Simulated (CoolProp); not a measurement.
The fluid at 298.15 K and 0.0131 MPa expands adiabatically to 0.00168 MPa with isentropic efficiency 0.85. The same conditions are run with several fluids, on thermodynamics alone (safety and materials aside).

Computed with CoolProp (reference Helmholtz-energy equation of state of each fluid (n-hexane: Thol 2019; R22: Kamei 1995; R245fa: Akasaka 2015; R410A: Lemmon 2003; the fluoroketone C6F12O (FK-5-1-12): McLinden 2015)). Blends and air are pseudo-pure fits.

### Question
Rank n-hexane, R22, R245fa, R410A, the fluoroketone C6F12O (FK-5-1-12) by work (kJ/kg), highest first.

### Answer
R410A (51.2), n-hexane (47.0), R22 (42.7), R245fa (29.8), the fluoroketone C6F12O (FK-5-1-12) (13.2)

```tsv
fluid	final temperature (K)	final density (kg/m³)
n-hexane	268.1	0.0651
R22	227.5	0.0768
R245fa	261.7	0.104
R410A	230.1	0.0638
the fluoroketone C6F12O (FK-5-1-12)	282.4	0.227
```
